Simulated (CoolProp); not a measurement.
Vapour-liquid equilibrium of dimethyl ether (1) + isobutane (2) at -34.15 °C; x and y are mole fractions of (1).

The numbers come from the multi-fluid Helmholtz-energy mixture model, Wu 2011 and Bücker 2006; pair parameters Bell 2016 in CoolProp.

```json
[
 {"x": "0.05", "bubble pressure (kPa)": "42.50", "y at the bubble point": "0.140", "dew pressure at overall composition x (kPa)": "…", "liquid density (mol/L)": "10.82"},
 {"x": "0.15", "bubble pressure (kPa)": "49.27", "y at the bubble point": "0.325", "dew pressure at overall composition x (kPa)": "…", "liquid density (mol/L)": "11.21"},
 {"x": "0.25", "bubble pressure (kPa)": "54.39", "y at the bubble point": "0.446", "dew pressure at overall composition x (kPa)": "46.34", "liquid density (mol/L)": "11.63"},
 {"x": "0.35", "bubble pressure (kPa)": "…", "y at the bubble point": "0.533", "dew pressure at overall composition x (kPa)": "50.28", "liquid density (mol/L)": "…"},
 {"x": "0.45", "bubble pressure (kPa)": "61.25", "y at the bubble point": "0.603", "dew pressure at overall composition x (kPa)": "…", "liquid density (mol/L)": "12.58"},
 {"x": "0.55", "bubble pressure (kPa)": "63.52", "y at the bubble point": "0.664", "dew pressure at overall composition x (kPa)": "59.03", "liquid density (mol/L)": "…"},
 {"x": "0.65", "bubble pressure (kPa)": "65.23", "y at the bubble point": "0.723", "dew pressure at overall composition x (kPa)": "63.04", "liquid density (mol/L)": "13.70"},
 {"x": "0.75", "bubble pressure (kPa)": "66.40", "y at the bubble point": "…", "dew pressure at overall composition x (kPa)": "65.83", "liquid density (mol/L)": "14.34"},
 {"x": "0.85", "bubble pressure (kPa)": "66.98", "y at the bubble point": "0.855", "dew pressure at overall composition x (kPa)": "66.96", "liquid density (mol/L)": "…"},
 {"x": "0.95", "bubble pressure (kPa)": "66.73", "y at the bubble point": "0.944", "dew pressure at overall composition x (kPa)": "66.68", "liquid density (mol/L)": "15.82"}
]
```

### Question
What belongs in the gaps?

### Answer

- 0.05, dew pressure at overall composition x (kPa): 39.74
- 0.15, dew pressure at overall composition x (kPa): 42.84
- 0.35, bubble pressure (kPa): 58.28
- 0.35, liquid density (mol/L): 12.08
- 0.45, dew pressure at overall composition x (kPa): 54.58
- 0.55, liquid density (mol/L): 13.11
- 0.75, y at the bubble point: 0.784
- 0.85, liquid density (mol/L): 15.04

y crosses x between x = 0.85 and 0.95: the model has an azeotrope there.

Pair parameters are fitted to limited data, so mixtures are less certain than the pure fluids.
